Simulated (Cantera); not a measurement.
A closed system holds: 1 mol Zr, 1.1 mol N2O, 17 mol N2, equilibrated at 2450 °C and 1.33 mbar.

Equilibrium computed with Cantera from the NASA thermochemical tables; the gas is ideal and each condensed phase is pure. Rates play no part.

```csv
species,before,after
N2,0.947,0.990
ZrO,0.0474,0.00593
Zr,0.000164,0.00370
ZrO2,0.00474,3.28e-6
O,0.000612,3.38e-6
NO,4.42e-5,2.50e-7
N,5.20e-5,5.32e-5
"ZrN(s), mol",0,0.838
```
Gas species are given as mole fractions.

### Question
Name the change that produced these shifts.
A. temperature from 2450 °C to 1100 °C
B. temperature from 2450 °C to 1777 °C
C. N2O from 1.1 to 0.1 mol
D. N2O from 1.1 to 16 mol

### Answer
C, N2O from 1.1 to 0.1 mol. ZrN: taken at fixed stoichiometry
